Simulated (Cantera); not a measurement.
An adiabatic, constant-volume homogeneous reactor starts with C3H8 : O2 : N2 : H2O = 1 : 3.12 : 37.5 : 2.3 (molar parts), equivalence ratio 1.6, at 1800 K and 74000 Pa. Integrator tolerance rtol = 1e-08.

Detailed kinetics in Cantera: GRI-Mech 3.0 (53 species, 325 reactions). GRI-Mech 3.0 was tuned for natural gas; its chemistry of propane as a main component is partial and can be far from experiment.

Problem. What does this change do: O2 3.12 to 2.3 parts?

Solution. 
```
quantity                                                              before                                      after
---------------------------------  -----------------------------------------  -----------------------------------------
time of steepest temperature rise                                    31.5 µs                                    42.4 µs
temperature at 7.00 s                                                 2511 K                                     2289 K
equilibrium temperature                                               2511 K                                     2289 K
x(C3H8) at 7.00 s                      <1e-12 (gas-phase equilibrium <1e-12)      <1e-12 (gas-phase equilibrium <1e-12)
x(O2) at 7.00 s                    0.000253 (gas-phase equilibrium 0.000253)    5.07e-6 (gas-phase equilibrium 5.07e-6)
x(H2O) at 7.00 s                       0.0946 (gas-phase equilibrium 0.0946)      0.0716 (gas-phase equilibrium 0.0716)
x(OH) at 7.00 s                      0.00265 (gas-phase equilibrium 0.00265)  0.000415 (gas-phase equilibrium 0.000415)
x(CH2) at 7.00 s                       <1e-12 (gas-phase equilibrium <1e-12)      <1e-12 (gas-phase equilibrium <1e-12)
x(CO) at 7.00 s                        0.0448 (gas-phase equilibrium 0.0448)      0.0529 (gas-phase equilibrium 0.0529)
```

Problem. What does this change do: pressure from 74000 Pa to 200000 Pa?

Solution. 
```
quantity                                                              before                                      after
---------------------------------  -----------------------------------------  -----------------------------------------
time of steepest temperature rise                                    31.5 µs                                    14.6 µs
temperature at 7.00 s                                                 2511 K                                     2536 K
equilibrium temperature                                               2511 K                                     2536 K
x(C3H8) at 7.00 s                      <1e-12 (gas-phase equilibrium <1e-12)      <1e-12 (gas-phase equilibrium <1e-12)
x(O2) at 7.00 s                    0.000253 (gas-phase equilibrium 0.000253)  0.000122 (gas-phase equilibrium 0.000122)
x(H2O) at 7.00 s                       0.0946 (gas-phase equilibrium 0.0946)      0.0960 (gas-phase equilibrium 0.0960)
x(OH) at 7.00 s                      0.00265 (gas-phase equilibrium 0.00265)    0.00187 (gas-phase equilibrium 0.00187)
x(CH2) at 7.00 s                       <1e-12 (gas-phase equilibrium <1e-12)      <1e-12 (gas-phase equilibrium <1e-12)
x(CO) at 7.00 s                        0.0448 (gas-phase equilibrium 0.0448)      0.0447 (gas-phase equilibrium 0.0447)
```
